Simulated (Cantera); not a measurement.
Input: 1 mol B2O3, 0.14 mol H2O, 71 mol H2, held at 4.90 mbar.

Method: chemical equilibrium by Gibbs-energy minimisation in Cantera with the NASA 1993 tables (ideal gas, pure condensed phases). Candidate condensed phases: B, B2O3, B3O3H3, H2O; 23 gas species. Kinetics and transport are ignored. All values below are at 1500 °C.

Base state: H2 0.969, HBO2 0.0103, HBO 0.00963, H 0.00400, B2O3 0.00312, H2O 0.00236, BO 0.000730, B2O2 0.000383 (mole fractions); condensed: gas only.

Q: What changes in the equilibrium state with this change: pressure from 4.90 mbar to 0.133 bar?

A: 
| species | before | after |
|---|---|---|
| H2 | 0.969 | 0.973 |
| HBO2 | 0.0103 | 0.0103 |
| HBO | 0.00963 | 0.01000 |
| H | 0.00400 | 0.000768 |
| BO | 0.000730 | 0.000145 |
| B2O2 | 0.000383 | 0.000411 |
| B2O3 | 0.00312 | 0.00323 |
